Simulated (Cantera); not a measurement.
An isothermal, constant-pressure homogeneous reactor starts with CH₄ : H₂O : H₂ = 1 : 1.3 : 0.1 (molar parts), at 1825 K and 100000 Pa. Integrator tolerance rtol = 1e-08.

Computed with Cantera and GRI-Mech 3.0 (53 species, 325 reactions).

Question: What does this change do: H2O 1.3 to 0.82 parts?

Answer: 
| quantity | before | after |
|---|---|---|
| x(CH₄) at 2.00 s | 0.00141 (gas-phase equilibrium 2.20e-7) | 0.00518 (gas-phase equilibrium 0.00461) |
| x(H₂O) at 2.00 s | 0.0660 (gas-phase equilibrium 0.0631) | 0.00436 (gas-phase equilibrium 3.58e-6) |
| x(H₂) at 2.00 s | 0.706 (gas-phase equilibrium 0.709) | 0.749 (gas-phase equilibrium 0.753) |
| x(O) at 2.00 s | 9.75e-10 (gas-phase equilibrium 9.39e-10) | 4.77e-11 (gas-phase equilibrium <1e-12) |
| x(OH) at 2.00 s | 2.43e-6 (gas-phase equilibrium 2.32e-6) | 1.56e-7 (gas-phase equilibrium 1.28e-10) |

Question: What does this change do: H2O 1.3 to 1.6 parts?

Answer: 
```tsv
quantity	before	after
x(CH₄) at 2.00 s	0.00141 (gas-phase equilibrium 2.20e-7)	0.000381 (gas-phase equilibrium 9.01e-8)
x(H₂O) at 2.00 s	0.0660 (gas-phase equilibrium 0.0631)	0.119 (gas-phase equilibrium 0.118)
x(H₂) at 2.00 s	0.706 (gas-phase equilibrium 0.709)	0.668 (gas-phase equilibrium 0.668)
x(O) at 2.00 s	9.75e-10 (gas-phase equilibrium 9.39e-10)	1.87e-9 (gas-phase equilibrium 1.87e-9)
x(OH) at 2.00 s	2.43e-6 (gas-phase equilibrium 2.32e-6)	4.50e-6 (gas-phase equilibrium 4.49e-6)
```
